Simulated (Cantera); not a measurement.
An adiabatic, constant-pressure homogeneous reactor starts with CH4 : C2H6 : O2 : N2 = 1 : 0.078 : 3.73 : 14 (molar parts), at 1750 K and 130000 Pa. Integrator tolerance rtol = 1e-08.

Cantera simulation using GRI-Mech 3.0 (53 species, 325 reactions); the numbers are that mechanism's predictions, not measurements.

Task: What does this change do: constant volume in place of constant pressure?

Result: 
```csv
quantity,before,after
time of steepest temperature rise,41.4 µs,38.2 µs
temperature at 0.200 s,2669 K,2807 K
equilibrium temperature,2669 K,2807 K
x(CH4) at 0.200 s,<1e-12 (gas-phase equilibrium <1e-12),<1e-12 (gas-phase equilibrium <1e-12)
x(C2H6) at 0.200 s,<1e-12 (gas-phase equilibrium <1e-12),<1e-12 (gas-phase equilibrium <1e-12)
x(O2) at 0.200 s,0.0692 (gas-phase equilibrium 0.0692),0.0677 (gas-phase equilibrium 0.0677)
x(HO2) at 0.200 s,1.01e-5 (gas-phase equilibrium 1.01e-5),1.49e-5 (gas-phase equilibrium 1.49e-5)
x(C2H2) at 0.200 s,<1e-12 (gas-phase equilibrium <1e-12),<1e-12 (gas-phase equilibrium <1e-12)
x(NO) at 0.200 s,0.0167 (gas-phase equilibrium 0.0167),0.0202 (gas-phase equilibrium 0.0202)
x(HCN) at 0.200 s,8.65e-11 (gas-phase equilibrium 8.65e-11),2.92e-10 (gas-phase equilibrium 2.92e-10)
```

Task: What does this change do: initial temperature 1750 to 1250 K?

Result: 
```csv
quantity,before,after
time of steepest temperature rise,41.4 µs,2.94 ms
temperature at 0.200 s,2669 K,2390 K
equilibrium temperature,2669 K,2390 K
x(CH4) at 0.200 s,<1e-12 (gas-phase equilibrium <1e-12),<1e-12 (gas-phase equilibrium <1e-12)
x(C2H6) at 0.200 s,<1e-12 (gas-phase equilibrium <1e-12),<1e-12 (gas-phase equilibrium <1e-12)
x(O2) at 0.200 s,0.0692 (gas-phase equilibrium 0.0692),0.0713 (gas-phase equilibrium 0.0713)
x(HO2) at 0.200 s,1.01e-5 (gas-phase equilibrium 1.01e-5),5.34e-6 (gas-phase equilibrium 5.34e-6)
x(C2H2) at 0.200 s,<1e-12 (gas-phase equilibrium <1e-12),<1e-12 (gas-phase equilibrium <1e-12)
x(NO) at 0.200 s,0.0167 (gas-phase equilibrium 0.0167),0.0106 (gas-phase equilibrium 0.0106)
x(HCN) at 0.200 s,8.65e-11 (gas-phase equilibrium 8.65e-11),3.55e-12 (gas-phase equilibrium 3.55e-12)
```
